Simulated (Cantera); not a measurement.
Input (Python, Cantera) and output of one run.

```python
import numpy as np
import cantera as ct

gas_names = """
    AL ALH ALN ALO ALOH ALO2 ALO2H AL2 AL2O AL2O2 H HALO HNO HNO2 HNO3 HO2 H2 H2O H2O2 N NH NH2 NH3
    NH2OH NO NO2 NO3 N2 N2H2 N2H4 N2O O OH O2 O3
""".split()
cond_names = """
    AL(cr) AL(L) ALN(s) AL2O3(a) AL2O3(L) H2O(s) H2O(L)
""".split()


def load(file, names, dense=False):
    # The tables refer to 1 bar. Condensed volumes are neglected.
    table = {s.name: s for s in ct.Species.list_from_file(file)}
    out = []
    for n in names:
        d = dict(table[n].input_data)
        d["thermo"] = dict(d["thermo"], **{"reference-pressure": 1e5})
        if dense:
            d["equation-of-state"] = {"model": "constant-volume", "density": "1e6 g/cm^3"}
        out.append(ct.Species.from_dict(d))
    return out


gas = ct.Solution(thermo="ideal-gas", species=load("nasa_gas.yaml", gas_names))
cond = {s.name: ct.Solution(thermo="fixed-stoichiometry", species=[s], name=s.name)
        for s in load("nasa_condensed.yaml", cond_names, dense=True)}
atoms = {
    'Al': {'AL': 1},
    'N2O': {'N': 2, 'O': 1},
    'H2': {'H': 2},
    'O2': {'O': 2},
}
top_T = {'ALN(s)': 2750}  # K; cautious upper limits of use, not melting points


def equilibrate(T, P, feed):
    n = {}
    for name, mol in feed.items():
        for a, k in atoms[name].items():
            n[a] = n.get(a, 0.0) + k * mol
    gas.TPX = T, P, n
    mass = sum(n.values()) * gas.mean_molecular_weight
    gas.equilibrate("TP")
    valid = [c for c in cond.values() if c.min_temp <= T <= top_T.get(c.name, c.max_temp)]
    mix = ct.Mixture([(gas, mass / gas.mean_molecular_weight)] + [(c, 0.0) for c in valid])
    mix.T, mix.P = T, P
    mix.equilibrate("TP", solver="vcs", rtol=1e-11, max_steps=5000)
    return mix


results = []
T = 1150  # K
P = 10000  # Pa
for m in [29, 41, 59, 84, 120, 170, 250, 360, 510]:
    feed = {'Al': 1, 'N2O': 8.2, 'H2': m, 'O2': 0.32}  # mol
    mix = equilibrate(T, P, feed)
    results.append((T, P, feed, dict(zip(mix.species_names, mix.species_moles))))

top = {s: max(r[3][s] / sum(r[3][g] for g in gas_names) for r in results) for s in gas_names}
cols = sorted((s for s in top if top[s] > 0.001), key=lambda s: -top[s])[:8]
seen = [c for c in cond_names if any(r[3].get(c, 0) > 1e-12 for r in results)]
print("log10 of partial pressures in bar; condensed amounts in mol")
print(f"{'n(H2)':>10s}" + "".join(f"{s[:9]:>10s}" for s in cols + seen))
for T, P, feed, n in results:
    ng = sum(n[g] for g in gas_names)
    print(f"{feed['H2']:10.4g}" + "".join(f"{np.log10(max(n[s] / ng * P / 1e5, 1e-99)):10.3f}" for s in cols)
          + "".join(f"{n.get(c, 0):10.4g}" for c in seen))
```

Result:

```
log10 of partial pressures in bar; condensed amounts in mol
     n(H2)        H2        N2       H2O  AL2O3(a)
        29    -1.235    -1.657    -1.705       0.5
        41    -1.165    -1.778    -1.826       0.5
        59    -1.114    -1.914    -1.962       0.5
        84    -1.080    -2.051    -2.099       0.5
       120    -1.056    -2.194    -2.242       0.5
       170    -1.040    -2.337    -2.385       0.5
       250    -1.027    -2.498    -2.546       0.5
       360    -1.019    -2.652    -2.700       0.5
       510    -1.013    -2.801    -2.849       0.5
```

These are equilibrium values from Cantera (NASA tables, ideal gas, pure condensed phases), not measurements of a reactor.
